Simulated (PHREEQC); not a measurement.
Make-up at 76 °C: 160 mmol/kgw CuSO4, 0.78 mmol/kgw ZnCl2, 3 mmol/kgw HCl and 3.2 mmol/kgw Na2SO4. Closed to the air; pH follows from the charge balance.

Model: ion-association model, phreeqc.dat, run in PHREEQC.

Precipitation was switched off in this run.

**Question.** What pH, ionic strength does the model give?

**Answer.** pH 3.49; ionic strength 0.313 mol/kgw.

**Question.** In which forms is Cu present?

**Answer.** CuSO4 52 %, Cu+2 47 %, CuCl+ 0.9 % of the Cu.

At this temperature some constants are extrapolated from 25 °C, and those without enthalpy data are left unchanged.
